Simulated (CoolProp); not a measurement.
A Linde-Hampson liquefier for carbon monoxide: isothermal reversible compression at 300 K from 1 atm to 30 MPa, throttling to 1 atm, return gas leaving the recuperator 0 K below the feed. Each further row changes one setting.

Model: reference Helmholtz-energy equation of state, Lemmon 2006, in CoolProp. It is a short technical equation, of lower accuracy than the large ones.

| case | liquid yield per pass | compression work (kJ/kg of gas) |
|---|---|---|
| as stated | 0.101 | 509 |
| high pressure 60 MPa | 0.093 | 588 |
| warm-end temperature 330 K | 0.075 | 564 |
| warm-end gap 5 K | 0.091 | 509 |
